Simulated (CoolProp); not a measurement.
Vapour pressure (MPa) of R245ca: the reference equation beside estimates from Tc = 174.4 °C, pc = 3.941 MPa, ω = 0.355. Clausius-Clapeyron is anchored at 56.95 °C with a constant enthalpy of vaporisation of 24.84 kJ/mol.

The numbers come from the reference Helmholtz-energy equation of state, Zhou 2016 in CoolProp.

```csv
T (°C),reference,Clausius-Clapeyron,Redlich-Kwong,Soave-Redlich-Kwong
56.95,0.2994,0.2994,0.5275,0.3003
60.35,0.3315,0.3283,0.5715,0.3328
63.85,0.3672,0.3603,0.6195,0.3690
67.25,0.4046,0.3937,0.6688,0.4070
70.75,0.4461,0.4305,0.7222,0.4491
74.25,0.4907,0.4698,0.7787,0.4945
77.65,0.5372,0.5107,0.8363,0.5419
81.15,0.5885,0.5555,0.8987,0.5942
84.55,0.6417,0.6018,0.9623,0.6485
88.05,0.7003,0.6525,1.031,0.7084
91.55,0.7627,0.7064,1.103,0.7723
```

Absolute difference from the reference over all 11 rows, mean and median: Clausius-Clapeyron 4.0 and 4.3 %, Redlich-Kwong 59.4 and 58.7 %, Soave-Redlich-Kwong 0.8 and 0.8 %.
